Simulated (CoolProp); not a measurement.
Saturation properties of R236EA (Tc = 139.3 °C, pc = 3.414 MPa, ω = 0.368).

The numbers come from the reference Helmholtz-energy equation of state, Rui 2013 in CoolProp.

```json
[
 {"T (°C)": "-5.35", "p (MPa)": "0.06183", "enthalpy of vaporisation (kJ/kg)": "171.0", "surface tension (mN/m)": "16.2"},
 {"T (°C)": "-0.05", "p (MPa)": "0.07809", "enthalpy of vaporisation (kJ/kg)": "168.4", "surface tension (mN/m)": "15.4"},
 {"T (°C)": "5.25", "p (MPa)": "0.09758", "enthalpy of vaporisation (kJ/kg)": "165.8", "surface tension (mN/m)": "14.7"},
 {"T (°C)": "10.55", "p (MPa)": "0.1207", "enthalpy of vaporisation (kJ/kg)": "163.2", "surface tension (mN/m)": "13.9"},
 {"T (°C)": "15.85", "p (MPa)": "0.1479", "enthalpy of vaporisation (kJ/kg)": "[?]", "surface tension (mN/m)": "13.2"},
 {"T (°C)": "21.15", "p (MPa)": "0.1797", "enthalpy of vaporisation (kJ/kg)": "157.7", "surface tension (mN/m)": "12.5"},
 {"T (°C)": "26.45", "p (MPa)": "0.2166", "enthalpy of vaporisation (kJ/kg)": "154.9", "surface tension (mN/m)": "11.8"},
 {"T (°C)": "31.75", "p (MPa)": "0.2590", "enthalpy of vaporisation (kJ/kg)": "152.0", "surface tension (mN/m)": "11.1"},
 {"T (°C)": "37.05", "p (MPa)": "0.3075", "enthalpy of vaporisation (kJ/kg)": "149.1", "surface tension (mN/m)": "10.4"},
 {"T (°C)": "42.35", "p (MPa)": "0.3628", "enthalpy of vaporisation (kJ/kg)": "146.0", "surface tension (mN/m)": "9.75"},
 {"T (°C)": "47.55", "p (MPa)": "[?]", "enthalpy of vaporisation (kJ/kg)": "142.9", "surface tension (mN/m)": "9.09"},
 {"T (°C)": "52.85", "p (MPa)": "[?]", "enthalpy of vaporisation (kJ/kg)": "139.7", "surface tension (mN/m)": "8.43"},
 {"T (°C)": "58.15", "p (MPa)": "[?]", "enthalpy of vaporisation (kJ/kg)": "136.3", "surface tension (mN/m)": "[?]"}
]
```

Task: What belongs in the gaps?

Result: 
- 15.85, enthalpy of vaporisation (kJ/kg): 160.5
- 47.55, p (MPa): 0.4241
- 52.85, p (MPa): 0.4943
- 58.15, p (MPa): 0.5731
- 58.15, surface tension (mN/m): 7.78

It boils at 6.2 °C under 1 atm.

Surface tension comes from a separate correlation (Mulero 2012).
